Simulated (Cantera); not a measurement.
## SiCl4 + H2 (silicon epitaxy and polysilicon growth)

Input: 1 mol SiCl4, 14 mol H2, at 923.15 K and 10000 Pa.

These are equilibrium values from Cantera (NASA tables, ideal gas, pure condensed phases), not measurements of a reactor. Candidate condensed phases: Si; 19 gas species. The tables' values for SiCl3 are old estimates; treat these amounts as uncertain. Kinetics and transport are ignored.

```yaml
x(H2): 0.920
x(SiCl4): 0.0533
x(HCl): 0.0137
x(SiHCl3): 0.0128
x(SiH2Cl2): 0.000299
x(SiCl3): 0.000251
x(SiCl2): 4.74e-5
x(SiH3Cl): 1.73e-6
gas_amount: 15.00 mol
log10 activity of Si(s) (absent): -0.79
```
